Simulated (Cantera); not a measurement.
Feed: 1 mol SiC, 0.23 mol C, 2.6 mol N2, equilibrated at 2098 K and 0.143 Torr.

Cantera equilibrium calculation (NASA polynomials, part measured and part estimated; ideal gas, pure solids and liquids). Candidate condensed phases: C, Si, SiC, Si3N4; 20 gas species. The tables' values for SiN are old estimates; treat these amounts as uncertain. Rates play no part.

Base state: N2 0.941, Si 0.0532, SiC2 0.00340, Si2C 0.00216, SiN 0.000148, CN 0.000134, Si2 5.35e-5, Si2N 1.38e-5 (mole fractions); condensed: C(graphite) + SiC(s).

**Question.** What changes in the equilibrium state with this change: temperature from 2098 K to 1625 K?

**Answer.** 
```
species             before    after
----------------  --------  -------
N2                   0.941    1.000
Si                  0.0532  9.81e-6
SiN               0.000148  1.06e-7
SiC2               0.00340  4.58e-8
Si2C               0.00216  3.68e-8
Si2                5.35e-5    <1e-9
Si2N               1.38e-5  2.09e-9
CN                0.000134  9.76e-8
C(graphite), mol     0.374    0.230
SiC(s), mol          0.831    1.000
```

**Question.** What changes in the equilibrium state with this change: pressure from 0.143 Torr to 17.3 Torr?

**Answer.** 
| species | before | after |
|---|---|---|
| N2 | 0.941 | 0.999 |
| Si | 0.0532 | 0.000440 |
| SiC2 | 0.00340 | 2.81e-5 |
| Si2 | 5.35e-5 | 4.42e-7 |
| Si2C | 0.00216 | 1.79e-5 |
| CN | 0.000134 | 1.26e-5 |
| Si2N | 1.38e-5 | 1.29e-6 |
| SiN | 0.000148 | 1.39e-5 |
| C(graphite), mol | 0.374 | 0.231 |
| SiC(s), mol | 0.831 | 0.999 |

**Question.** What changes in the equilibrium state with this change: temperature from 2098 K to 2975 K?

**Answer.** 
| species | before | after |
|---|---|---|
| N2 | 0.941 | 0.594 |
| Si | 0.0532 | 0.220 |
| C | 1.20e-6 | 0.0659 |
| C2 | 1.25e-7 | 0.0125 |
| C3 | 1.45e-6 | 0.0389 |
| CN | 0.000134 | 0.0495 |
| SiC2 | 0.00340 | 0.0175 |
| C5 | <1e-9 | 6.51e-5 |
| C4 | <1e-9 | 3.84e-5 |
| CNC | 4.58e-9 | 3.48e-5 |
| N | 2.45e-7 | 0.000662 |
| Si2N | 1.38e-5 | 3.89e-8 |
| C(graphite), mol | 0.374 | 0 |
| SiC(s), mol | 0.831 | 0 |
